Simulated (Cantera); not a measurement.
Input: 1 mol C2F6, 0.034 mol HCl, held at 2800 °C and 13.3 mbar.

Method: chemical equilibrium by Gibbs-energy minimisation in Cantera with the NASA 1993 tables (ideal gas, pure condensed phases). Candidate condensed phases: C, C6H6, C7H8, C8H18; 118 gas species. The feed counts by its element totals alone. Rates play no part.

Problem. What is the equilibrium state?

Solution. 
| Item | Result |
|---|---|
| x(F) | 0.785 |
| x(CF) | 0.105 |
| x(C3) | 0.0500 |
| x(CF2) | 0.0349 |
| x(C) | 0.00749 |
| x(Cl) | 0.00547 |
| x(HF) | 0.00533 |
| x(C2) | 0.00515 |
| x(C5) | 0.00114 |
| n(C(graphite)) | 0.0454 mol |
| gas amount | 6.215 mol |
